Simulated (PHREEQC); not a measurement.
Solution (20 °C): 0.029 mol NaHCO3 and 0.01 mol (CH3)4NF per kg of water. Closed to the air; pH follows from the charge balance.

All values are PHREEQC results (ion-association model, phreeqc.dat), not measurements.

Precipitation was switched off in this run.

Question: What pH, ionic strength does the model give?

Answer: pH 8.19; ionic strength 0.0388 mol/kgw.

Question: In which forms is C present?

Answer: HCO3- 96 %, CO2 1.3 %, NaHCO3 1.1 %, CO3-2 1.0 % of the C.

(CH3)4N+ isn't in the database: it is added as a free cation with an ion size of 4 Å.
